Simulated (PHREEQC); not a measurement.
## Metal-bearing waste water: speciation

A solution holds 0.0017 mol FeCl3, 3.5e-05 mol MgSO4, 0.21 mol HCl and 0.0053 mol Na2SO4 per kg of water, at 75 °C. Closed to the air; pH follows from the charge balance.

Computed with PHREEQC (ion-association model, phreeqc.dat).

```
Item                          Value
--------------------  -------------
pH                             0.80
ionic strength        0.221 mol/kgw
activity of water             0.993
specific conductance   160000 µS/cm
density                 0.979 g/cm³
total alkalinity        -213 meq/kg
```

| species | molality | activity | log γ |
|---|---|---|---|
| Cl- | 0.214 | 0.146 | -0.165 |
| H+ | 0.205 | 0.159 | -0.109 |
| Na+ | 0.0106 | 0.00762 | -0.143 |
| HSO4- | 0.00495 | 0.00356 | -0.143 |
| FeCl+2 | 0.00128 | 0.000326 | -0.592 |
| SO4-2 | 0.000258 | 6.46e-5 | -0.601 |
| Fe+3 | 0.000183 | 1.90e-5 | -0.984 |
| FeCl2+ | 7.71e-5 | 5.48e-5 | -0.148 |
| FeHSO4+2 | 7.63e-5 | 2.04e-5 | -0.573 |
| FeSO4+ | 4.88e-5 | 3.47e-5 | -0.148 |
| FeOH+2 | 3.72e-5 | 9.51e-6 | -0.592 |
| Mg+2 | 3.45e-5 | 1.04e-5 | -0.523 |
| NaSO4- | 4.50e-6 | 3.24e-6 | -0.143 |
| FeCl3 | 7.62e-7 | 8.01e-7 | 0.022 |

Precipitation was switched off in this run. Examples of supersaturated solids here: Hematite (slow to form), Goethite (slow to form). Others may be too. Away from 25 °C the constants follow the database's enthalpies or fits; those with neither stay at their 25 °C values.
